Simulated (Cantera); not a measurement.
An isothermal, constant-pressure homogeneous reactor starts with CH4 : N2 = 1 : 18 (molar parts), at 1450 K and 18.8 Torr. Integrator tolerance rtol = 1e-08.

Detailed kinetics in Cantera: GRI-Mech 3.0 (53 species, 325 reactions). GRI-Mech 3.0 stops at C3 and has no aromatics, soot or wall deposition, so with more carbon than oxygen in the feed, carbon stays in small species such as C2H2 where larger ones or solid carbon would form. Radical loss at walls, strong at low pressure, is not modelled.

Problem. What does this change do: N2 18 to 6.3 parts?

Solution. 
```csv
quantity,before,after
x(CH4) at 5.00 s,0.0390 (gas-phase equilibrium 6.22e-5),0.100 (gas-phase equilibrium 0.000464)
x(H) at 5.00 s,2.68e-6 (gas-phase equilibrium 1.65e-5),3.89e-6 (gas-phase equilibrium 2.56e-5)
x(C2H6) at 5.00 s,1.87e-5 (gas-phase equilibrium 1.43e-10),4.15e-5 (gas-phase equilibrium 3.30e-9)
x(C2H4) at 5.00 s,0.000562 (gas-phase equilibrium 5.97e-6),0.00107 (gas-phase equilibrium 5.73e-5)
x(C2H) at 5.00 s,1.14e-9 (gas-phase equilibrium 2.03e-9),1.69e-9 (gas-phase equilibrium 5.22e-9)
x(HCN) at 5.00 s,3.75e-9 (gas-phase equilibrium 0.0364),1.79e-9 (gas-phase equilibrium 0.0661)
x(CH2) at 5.00 s,1.05e-8 (gas-phase equilibrium 4.71e-11),9.58e-9 (gas-phase equilibrium 1.46e-10)
```

Problem. What does this change do: temperature 1450 to 1325 K?

Solution. 
```csv
quantity,before,after
x(CH4) at 5.00 s,0.0390 (gas-phase equilibrium 6.22e-5),0.0524 (gas-phase equilibrium 0.000321)
x(H) at 5.00 s,2.68e-6 (gas-phase equilibrium 1.65e-5),1.13e-8 (gas-phase equilibrium 2.84e-6)
x(C2H6) at 5.00 s,1.87e-5 (gas-phase equilibrium 1.43e-10),1.99e-5 (gas-phase equilibrium 2.14e-9)
x(C2H4) at 5.00 s,0.000562 (gas-phase equilibrium 5.97e-6),7.99e-5 (gas-phase equilibrium 2.93e-5)
x(C2H) at 5.00 s,1.14e-9 (gas-phase equilibrium 2.03e-9),<1e-12 (gas-phase equilibrium 1.61e-10)
x(HCN) at 5.00 s,3.75e-9 (gas-phase equilibrium 0.0364),<1e-12 (gas-phase equilibrium 0.0343)
x(CH2) at 5.00 s,1.05e-8 (gas-phase equilibrium 4.71e-11),3.59e-10 (gas-phase equilibrium 5.89e-12)
```
